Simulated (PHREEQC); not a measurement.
Dissolve 0.2 mol/kgw KOH and 0.24 mol/kgw CuSO4 at 20 °C. It is in equilibrium with CO2 at log p = -1 (atm). Otherwise closed; pH follows from the charge balance.

The numbers come from PHREEQC with the ion-association model, wateq4f.dat.

```json
{
  "pH": "6.51",
  "ionic_strength": "0.626 mol/kgw",
  "activity_of_water": "0.990",
  "total_alkalinity": "200 meq/kg"
}
```

```csv
species,molality,activity,log γ
K+,0.168,0.106,-0.200
SO4-2,0.166,0.0315,-0.722
Cu2(OH)2+2,0.0546,0.0167,-0.514
CuSO4,0.0422,0.0487,0.063
Cu+2,0.0332,0.00784,-0.626
KSO4-,0.0316,0.0215,-0.167
CuHCO3+,0.0276,0.0205,-0.128
CuCO3,0.0260,0.0300,0.063
HCO3-,0.00766,0.00522,-0.167
CO2,0.00339,0.00392,0.063
Cu(OH)2,0.00146,0.00169,0.063
CuOH+,0.000396,0.000252,-0.196
Cu(CO3)2-2,8.78e-5,2.69e-5,-0.514
CO3-2,3.31e-6,7.12e-7,-0.667
```

This is a speciation only: nothing precipitates in the calculation. The solution is supersaturated, for example in Malachite, Brochantite, so a real one may precipitate; this is no full list. Species that the database lacks are ignored.
